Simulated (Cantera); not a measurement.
Charge: 1 mol borazine, 0.87 mol NH₃, 0.14 mol N₂, held at 1702 °C and 0.00230 bar.

Equilibrium computed with Cantera from the NASA thermochemical tables; the gas is ideal and each condensed phase is pure. Candidate condensed phases: B, BN; 15 gas species. The feed counts by its element totals alone. The tables' values for BH₂ are old estimates; treat these amounts as uncertain. Kinetics and transport are ignored.

Base state: H₂ 0.857, N₂ 0.116, H 0.0264, BH₂ 0.000190, B 2.09e-5 (mole fractions); condensed: BN(s).

### Question
What changes in the equilibrium state with this change: temperature from 1702 °C to 1277 °C?

### Answer
```csv
species,before,after
H₂,0.857,0.882
N₂,0.116,0.118
H,0.0264,0.000617
BH₂,0.000190,1.23e-7
B,2.09e-5,<1e-9
"BN(s), mol",3.00,3.00
```
